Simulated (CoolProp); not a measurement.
n-pentane at 298.15 K and 0.0182 MPa flows at 4.3 m/s in a round tube of 2 mm bore and 45 µm roughness, fully developed (64/Re and Nu = 3.66 if laminar; Colebrook and Gnielinski if turbulent). Each further row changes one setting.

Values from CoolProp's reference Helmholtz-energy equation of state, Thol 2019.

| case | Reynolds number | Darcy friction factor | pressure drop (Pa/m) | heat-transfer coefficient (W/(m² K)) | mass flow (kg/h) |
|---|---|---|---|---|---|
| as stated | 680 | 0.0941 | 232 | 26.4 | 0.0260 |
| velocity 8.6 m/s | 1360 | 0.0471 | 465 | 26.4 | 0.0520 |
| diameter 4 mm | 1360 | 0.0471 | 58.1 | 13.2 | 0.104 |

Viscosity comes from a separate model (Quiñones-Cisneros 2006), older than the equation that it now runs on, and unchecked against measurements. Thermal conductivity comes from a separate model (Vassiliou 2015).
